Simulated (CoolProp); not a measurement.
Vapour-liquid equilibrium of R134a (1) + isobutane (2) at 19.85 °C; x and y are mole fractions of (1).

Values from CoolProp's multi-fluid Helmholtz-energy mixture model, Tillner-Roth 1994 and Bücker 2006; pair parameters Bell 2016.

| x | bubble pressure, mixture model (MPa) | bubble pressure, Raoult's law (MPa) | y, mixture model | y, Raoult's law |
|---|---|---|---|---|
| 0.05 | 0.3868 | 0.3143 | 0.238 | 0.091 |
| 0.2 | 0.5416 | 0.3545 | [?] | 0.321 |
| 0.35 | [?] | 0.3947 | 0.588 | 0.505 |
| 0.5 | 0.6405 | 0.4350 | [?] | 0.654 |
| 0.65 | 0.6545 | 0.4752 | 0.687 | 0.778 |
| 0.8 | 0.6515 | 0.5154 | 0.757 | 0.883 |
| 0.95 | 0.6056 | 0.5556 | [?] | 0.973 |

Problem. Some entries are withheld; supply them.

Solution. 
- 0.2, y, mixture model: 0.497
- 0.35, bubble pressure, mixture model (MPa): 0.6095
- 0.5, y, mixture model: 0.639
- 0.95, y, mixture model: 0.905

The largest gap from Raoult's law is +54.4 % in bubble pressure, at x = 0.35. y crosses x between x = 0.65 and 0.8: the model has an azeotrope there.

Pair parameters are fitted to limited data, so mixtures are less certain than the pure fluids. With so large a gap from Raoult's law the liquid may split in two, which this calculation doesn't test in full.
